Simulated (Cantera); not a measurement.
Feed: 1 mol BN, 1.9 mol H2, equilibrated at 1825 K and 3.60 mbar.

Cantera equilibrium calculation (NASA polynomials, part measured and part estimated; ideal gas, pure solids and liquids). Candidate condensed phases: B, BN; 15 gas species. Mutual solubility and eutectic melting of coexisting phases are not modelled. The tables' values for BH2 are old estimates; treat these amounts as uncertain. Equilibrium is a limit: real reactors are often held back by kinetics, nucleation or transport.

Base state: H2 0.991, H 0.00731, N2 0.00186, BH2 0.000154 (mole fractions); condensed: B(s) + BN(s).

### Question
What changes in the equilibrium state with this change: pressure from 3.60 mbar to 0.150 bar?

### Answer
```json
[
 {"species": "H2", "before": "0.991", "after": "0.999"},
 {"species": "H", "before": "0.00731", "after": "0.00114"},
 {"species": "BH2", "before": "0.000154", "after": "0.000127"},
 {"species": "N2", "before": "0.00186", "after": "6.68e-5"},
 {"species": "B(s), mol", "before": "0.00682", "after": "0"},
 {"species": "BN(s), mol", "before": "0.993", "after": "1.000"}
]
```

### Question
What changes in the equilibrium state with this change: temperature from 1825 K to 2148 K?

### Answer
```
species       before     after
----------  --------  --------
H2             0.991     0.737
N2           0.00186     0.202
H            0.00731    0.0596
BH2         0.000154  0.000760
B            1.51e-6  0.000366
BH           4.19e-7   2.60e-5
B(s), mol    0.00682     0.997
BN(s), mol     0.993         0
```
